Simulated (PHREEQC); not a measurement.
**Copper plating or etch bath**

Consider water at 20 °C with 0.15 mol CuCl2, 0.22 mol HCl and 0.14 mol FeCl3 per kg of water. Closed to the air; pH follows from the charge balance.

The numbers come from PHREEQC with the ion-association model, phreeqc.dat.

No solid was allowed to form.

**Question.** Predict the pH.

**Answer.** pH 0.79.

**Question.** In which forms is Cl present?

**Answer.** Cl- 77 %, FeCl2+ 10 %, FeCl+2 8.0 %, CuCl+ 3.8 %, CuCl2 0.8 % of the Cl.

Examples of supersaturated solids here: Hematite (slow to form), Goethite (slow to form). Others may be too. Caution: at this ionic strength the ion-association model is outside its range; a Pitzer model would be the better tool where its parameters exist.
